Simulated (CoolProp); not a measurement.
CF4 (R14) along the isobar 54.1 bar: fugacity coefficient from the reference equation and from simpler models built on Tc = 227.4 K, pc = 37.62 bar, ω = 0.178; each cubic takes its own stable root.

The numbers come from the reference Helmholtz-energy equation of state, Platzer 1990 in CoolProp. This equation is an older, rougher fit; its heat capacities, sound speeds and derivatives of the liquid may be far off and weren't checked against measurements.

| T (K) | phase | reference | van der Waals | Redlich-Kwong | Peng-Robinson |
|---|---|---|---|---|---|
| 152.6 | liquid | [?] | 0.1354 | 0.05014 | 0.03627 |
| 176 | liquid | 0.1177 | 0.2433 | [?] | [?] |
| 199.5 | liquid | 0.2638 | [?] | 0.2929 | 0.2584 |
| 222.9 | liquid | 0.4608 | 0.5151 | 0.4744 | [?] |
| 246.3 | supercritical | 0.6451 | 0.6434 | 0.6360 | 0.6220 |
| 269.8 | supercritical | 0.7440 | [?] | 0.7299 | 0.7214 |
| 293.2 | supercritical | 0.8091 | 0.7841 | 0.7922 | 0.7893 |
| 316.6 | supercritical | 0.8567 | 0.8253 | 0.8377 | 0.8395 |
| 340.1 | supercritical | 0.8932 | 0.8572 | 0.8722 | 0.8778 |
| 363.5 | supercritical | 0.9214 | 0.8823 | 0.8987 | [?] |
| 386.9 | supercritical | 0.9438 | 0.9025 | 0.9195 | 0.9303 |
| 410.4 | supercritical | 0.9619 | 0.9190 | [?] | 0.9485 |
| 433.8 | supercritical | 0.9764 | 0.9325 | 0.9493 | 0.9630 |
| 457.2 | supercritical | 0.9884 | 0.9438 | 0.9601 | 0.9747 |
| 480.7 | supercritical | 0.9982 | 0.9533 | 0.9689 | 0.9841 |

Question: Complete the blanks.

Answer: 
- 152.6, reference: 0.03698
- 176, Redlich-Kwong: 0.1434
- 176, Peng-Robinson: 0.1152
- 199.5, van der Waals: 0.3749
- 222.9, Peng-Robinson: 0.4494
- 269.8, van der Waals: 0.7284
- 363.5, Peng-Robinson: 0.9072
- 410.4, Redlich-Kwong: 0.9361
